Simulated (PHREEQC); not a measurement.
Consider water at 20 °C with 0.0085 mol H2SO4, 0.0014 mol H3BO3 and 0.25 mol NaCl per kg of water. Closed to the air; pH follows from the charge balance.

Computed with PHREEQC (ion-association model, phreeqc.dat).

No solid was allowed to form.

### Question
Order these S species by the share of S that they hold, largest first: NaSO4-, SO4-2, HSO4-.

### Answer
SO4-2 (59 %), HSO4- (22 %), NaSO4- (19 %)

The pH is 1.92 and the ionic strength 0.269 mol/kgw. Species that the database lacks are ignored.
